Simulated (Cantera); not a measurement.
What does this Cantera script print?

```python
import numpy as np
import cantera as ct

gas = ct.Solution("gri30.yaml")
gas.TPX = 1425, 60000, {'CH4': 1, 'H2': 0.024, 'O2': 1.84, 'N2': 8.46}
reactor = ct.IdealGasConstPressureReactor(gas, energy="on", clone=False)
net = ct.ReactorNet([reactor])
net.rtol, net.atol = 1e-08, 1e-16
show = ['CH4', 'H2', 'O2', 'NO', 'O']
times = np.geomspace(1e-05, 0.2, 16)

steps = ct.SolutionArray(gas, extra=["t"])
rows = []
print(f"{'t/s':>10s}{'T/K':>9s}{'P/Pa':>11s}" + "".join(f"{s:>11s}" for s in show))
for t in times:
    while net.time < t:
        t_next = net.step()
        steps.append(gas.state, t=t_next)
    rows.append([np.interp(t, steps.t, y) for y in (steps.T, steps.P, *steps(*show).X.T)])
    print(f"{t:10.3e}{rows[-1][0]:9.1f}{rows[-1][1]:11.4g}" + "".join(f"{x:11.3e}" for x in rows[-1][2:]))
rate = np.gradient(steps.T, steps.t)
print("integrator steps:", len(steps.t))
if steps.T.max() > steps.T[0] + 200:
    print(f"time of steepest temperature rise: {steps.t[rate.argmax()]:.4e} s")
gas.TPX = 1425, 60000, {'CH4': 1, 'H2': 0.024, 'O2': 1.84, 'N2': 8.46}
gas.equilibrate("HP")
print(f"equilibrium (HP): T = {gas.T:.1f} K  " + "  ".join(f"{s} {gas[s].X[0]:.3e}" for s in show))
```

Result:

```
       t/s      T/K       P/Pa        CH4         H2         O2         NO          O
 1.000e-05   1425.0      6e+04  8.831e-02  2.119e-03  1.625e-01  2.018e-17  1.293e-09
 1.935e-05   1425.0      6e+04  8.831e-02  2.119e-03  1.625e-01  4.872e-17  1.544e-09
 3.745e-05   1425.0      6e+04  8.831e-02  2.119e-03  1.625e-01  1.191e-16  2.068e-09
 7.248e-05   1425.0      6e+04  8.831e-02  2.120e-03  1.625e-01  3.195e-16  3.246e-09
 1.403e-04   1425.0      6e+04  8.830e-02  2.120e-03  1.625e-01  1.005e-15  6.203e-09
 2.714e-04   1425.0      6e+04  8.829e-02  2.120e-03  1.625e-01  3.923e-15  1.474e-08
 5.253e-04   1425.0      6e+04  8.825e-02  2.123e-03  1.625e-01  1.932e-14  4.192e-08
 1.017e-03   1425.6      6e+04  8.802e-02  2.139e-03  1.623e-01  1.101e-13  1.187e-07
 1.967e-03   1430.0      6e+04  8.691e-02  2.297e-03  1.616e-01  6.509e-13  2.908e-07
 3.807e-03   1515.0      6e+04  7.035e-02  8.174e-03  1.485e-01  7.765e-11  6.617e-06
 7.368e-03   2624.9      6e+04  1.218e-15  1.918e-02  1.043e-02  2.534e-03  3.464e-03
 1.426e-02   2620.1      6e+04  1.309e-15  1.945e-02  9.654e-03  4.998e-03  3.252e-03
 2.759e-02   2618.6      6e+04  1.333e-15  1.953e-02  9.453e-03  5.656e-03  3.197e-03
 5.340e-02   2618.6      6e+04  1.335e-15  1.954e-02  9.444e-03  5.686e-03  3.195e-03
 1.033e-01   2618.6      6e+04  1.335e-15  1.954e-02  9.444e-03  5.686e-03  3.195e-03
 2.000e-01   2618.6      6e+04  1.335e-15  1.954e-02  9.444e-03  5.686e-03  3.195e-03
integrator steps: 1967
time of steepest temperature rise: 4.0480e-03 s
equilibrium (HP): T = 2618.6 K  CH4 1.718e-15  H2 1.954e-02  O2 9.444e-03  NO 5.686e-03  O 3.195e-03
```

Model: GRI-Mech 3.0 (53 species, 325 reactions), integrated in Cantera.
